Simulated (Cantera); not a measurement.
A Cantera script and what it prints.

```python
import numpy as np
import cantera as ct

gas_names = """
    O F2 PbO
""".split()
cond_names = """
    PbF2(a) PbF2(b) PbF2(L)
""".split()


# ... load() reads the species with a 1 bar reference pressure and builds the phases ...
species = {s.name: s for s in load("nasa_gas.yaml", gas_names) + load("nasa_condensed.yaml", cond_names)}
# Each term lists the table entries of one substance; the one whose range holds T is used.
reactions = {
    'O(g) + PbF2 = F2(g) + PbO(g)':
        [(-1, ['O']), (-1, ['PbF2(a)', 'PbF2(b)', 'PbF2(L)']), (1, ['F2']), (1, ['PbO'])],
}


def pick(names, T):
    return next(species[n] for n in names if species[n].thermo.min_temp <= T <= species[n].thermo.max_temp)


results = []
for label, terms in reactions.items():
    print(label)
    print("     T/K   dH/kJ  dS/(J/K)   dG/kJ   log10 K")
    for T in [798, 848, 898, 948, 998, 1048, 1098, 1148]:
        used = [(nu, pick(names, T)) for nu, names in terms]
        dH = sum(nu * s.thermo.h(T) for nu, s in used) / 1e6
        dS = sum(nu * s.thermo.s(T) for nu, s in used) / 1e3
        dG = dH - T * dS / 1e3
        logK = -dG * 1e6 / (ct.gas_constant * T * np.log(10))
        results.append((label, T, dH, dS, dG, logK, [s.name for _, s in used]))
        print(f"{T:8g} {dH:8.1f} {dS:8.1f} {dG:8.1f} {logK:8.2f}")
```

Output:

```
O(g) + PbF2 = F2(g) + PbO(g)
     T/K   dH/kJ  dS/(J/K)   dG/kJ   log10 K
     798    471.9    122.6    374.1   -24.49
     848    469.2    119.3    368.1   -22.67
     898    467.1    116.9    362.2   -21.07
     948    465.3    114.9    356.4   -19.64
     998    463.4    113.0    350.7   -18.35
    1048    462.0    111.5    345.1   -17.20
    1098    460.6    110.3    339.5   -16.15
    1148    443.2     94.5    334.7   -15.23
```

Source: NASA polynomial tables (part measured, part estimated), evaluated in Cantera. Condensed species are held in their standard states even where they would react or evaporate.
